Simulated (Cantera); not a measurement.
# Thermodynamics of silicon oxide and oxynitride deposition, feed SiCl4 + NO + H2

Charge: 1 mol SiCl4, 25 mol NO, 3.4 mol H2, at 1177 °C.

Method: chemical equilibrium by Gibbs-energy minimisation in Cantera with the NASA 1993 tables (ideal gas, pure condensed phases). Candidate condensed phases: H2O, NH4Cl, Si, SiO2, Si2N2O, Si3N4; 47 gas species. The tables hold silica as quartz up to 1696 K and as liquid above; real silica turns to tridymite and cristobalite and melts near 1996 K. Gases not in the tables: Si(OH)4. Equilibrium is a limit: real reactors are often held back by kinetics, nucleation or transport.

From 0.0375 Torr to 750 Torr the condensed part is SiO2(β-quartz).

```tsv
P (Pa)	x N2	x O2	x HCl	x H2O	x Cl	x Cl2	x NO	x OH	n SiO2(β-quartz)
5	0.432	0.365	0.107	0.0637	0.0311	2.83e-5	0.000927	0.000543	1.00
21	0.432	0.367	0.115	0.0603	0.0239	7.03e-5	0.000931	0.000370	1.00
85	0.433	0.369	0.120	0.0576	0.0181	0.000164	0.000934	0.000255	1.00
350	0.434	0.371	0.125	0.0556	0.0134	0.000371	0.000937	0.000176	1.00
1400	0.434	0.372	0.128	0.0543	0.00984	0.000796	0.000939	0.000123	1.00
5900	0.435	0.373	0.129	0.0539	0.00697	0.00168	0.000940	8.57e-5	1.00
24000	0.435	0.373	0.128	0.0545	0.00484	0.00331	0.000941	6.07e-5	1.00
100000	0.436	0.373	0.124	0.0566	0.00323	0.00612	0.000942	4.33e-5	1.00
```
x: gas mole fraction; n: condensed amount in mol.
